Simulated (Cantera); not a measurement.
Feed: 1 mol SiH4, 0.85 mol C2H4, 87 mol H2, at 16.0 mbar.

Method: chemical equilibrium by Gibbs-energy minimisation in Cantera with the NASA 1993 tables (ideal gas, pure condensed phases). Candidate condensed phases: C, C6H6, C7H8, C8H18, Si, SiC; 87 gas species. Equilibrium is a limit: real reactors are often held back by kinetics, nucleation or transport.

Q: At 1750 K, list the 4 most abundant gas species with their mole fractions, and the condensed phases.

A: H2 0.998, H 0.00184, C2H2 (acetylene) 0.000115, CH4 1.46e-5. Condensed: C(graphite) + SiC(s).
